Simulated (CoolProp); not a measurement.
Values from CoolProp's reference Helmholtz-energy equation of state, Thol 2014.

Question: Give the vapour pressure (MPa), liquid density (kg/m³), vapour density (kg/m³), enthalpy of vaporisation (kJ/kg) of saturated chloromethane (R40) at 351.3, 376.2 K.

Answer: 
| T (K) | p (MPa) | liquid density (kg/m³) | vapour density (kg/m³) | enthalpy of vaporisation (kJ/kg) |
|---|---|---|---|---|
| 351.3 | 2.12 | 789 | 48.8 | 296 |
| 376.2 | 3.43 | 713 | 84.6 | 244 |
